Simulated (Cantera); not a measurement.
Input (Python, Cantera) and output of one run.

```python
import numpy as np
import cantera as ct

gas_names = """
    CL CLO CL2 H HCL HOCL HO2 H2 H2O H2O2 Mg MgCL MgCL2 MgH MgO MgOH MgO2H2 Mg2 O OH O2 O3
""".split()
cond_names = """
    H2O(s) H2O(L) Mg(cr) Mg(L) MgCL2(s) MgCL2(L) MgO(s) MgO(L) MgO2H2(s)
""".split()


def load(file, names, dense=False):
    # The tables refer to 1 bar. Condensed volumes are neglected.
    table = {s.name: s for s in ct.Species.list_from_file(file)}
    out = []
    for n in names:
        d = dict(table[n].input_data)
        d["thermo"] = dict(d["thermo"], **{"reference-pressure": 1e5})
        if dense:
            d["equation-of-state"] = {"model": "constant-volume", "density": "1e6 g/cm^3"}
        out.append(ct.Species.from_dict(d))
    return out


gas = ct.Solution(thermo="ideal-gas", species=load("nasa_gas.yaml", gas_names))
cond = {s.name: ct.Solution(thermo="fixed-stoichiometry", species=[s], name=s.name)
        for s in load("nasa_condensed.yaml", cond_names, dense=True)}
atoms = {
    'MgO': {'Mg': 1, 'O': 1},
    'HCl': {'H': 1, 'CL': 1},
    'H2': {'H': 2},
}
top_T = {}  # K; cautious upper limits of use, not melting points


def equilibrate(T, P, feed):
    n = {}
    for name, mol in feed.items():
        for a, k in atoms[name].items():
            n[a] = n.get(a, 0.0) + k * mol
    gas.TPX = T, P, n
    mass = sum(n.values()) * gas.mean_molecular_weight
    gas.equilibrate("TP")
    valid = [c for c in cond.values() if c.min_temp <= T <= top_T.get(c.name, c.max_temp)]
    mix = ct.Mixture([(gas, mass / gas.mean_molecular_weight)] + [(c, 0.0) for c in valid])
    mix.T, mix.P = T, P
    mix.equilibrate("TP", solver="vcs", rtol=1e-11, max_steps=5000)
    return mix


results = []
feed = {'MgO': 1, 'HCl': 1.3, 'H2': 0.17}  # mol
T = 1098  # K
for P in [1, 3.6, 13, 46, 170, 600, 2200, 7700, 28000, 100000]:
    mix = equilibrate(T, P, feed)
    results.append((T, P, feed, dict(zip(mix.species_names, mix.species_moles))))

top = {s: max(r[3][s] / sum(r[3][g] for g in gas_names) for r in results) for s in gas_names}
cols = sorted((s for s in top if top[s] > 1e-06), key=lambda s: -top[s])[:8]
seen = [c for c in cond_names if any(r[3].get(c, 0) > 1e-12 for r in results)]
print("log10 of partial pressures in bar; condensed amounts in mol")
print(f"{'P/Pa':>10s}" + "".join(f"{s[:9]:>10s}" for s in cols + seen))
for T, P, feed, n in results:
    ng = sum(n[g] for g in gas_names)
    print(f"{P:10.4g}" + "".join(f"{np.log10(max(n[s] / ng * P / 1e5, 1e-99)):10.3f}" for s in cols)
          + "".join(f"{n.get(c, 0):10.4g}" for c in seen))
```

It prints:

```
log10 of partial pressures in bar; condensed amounts in mol
      P/Pa       HCL        H2       H2O     MgCL2        CL         H  MgCL2(L)    MgO(s)
         1    -5.061    -5.937    -7.089    -7.089    -9.747   -10.575         0     0.988
       3.6    -4.505    -5.381    -6.533    -6.533    -9.469   -10.297         0     0.988
        13    -3.948    -4.823    -5.976    -5.976    -9.190   -10.018         0     0.988
        46    -3.399    -4.274    -5.427    -5.427    -8.916    -9.744         0     0.988
       170    -2.831    -3.706    -4.859    -4.859    -8.632    -9.460         0     0.988
       600    -2.283    -3.159    -4.311    -4.311    -8.358    -9.186         0     0.988
      2200    -1.719    -2.594    -3.747    -3.747    -8.076    -8.904         0     0.988
      7700    -1.175    -2.050    -3.203    -3.203    -7.804    -8.632         0     0.988
   2.8e+04    -0.615    -1.487    -2.456    -2.831    -7.526    -8.350   0.01053    0.9818
     1e+05    -0.077    -0.920    -1.380    -2.831    -7.272    -8.067   0.05678    0.9411
```

These are equilibrium values from Cantera (NASA tables, ideal gas, pure condensed phases), not measurements of a reactor. Mutual solubility and eutectic melting of coexisting phases are not modelled.
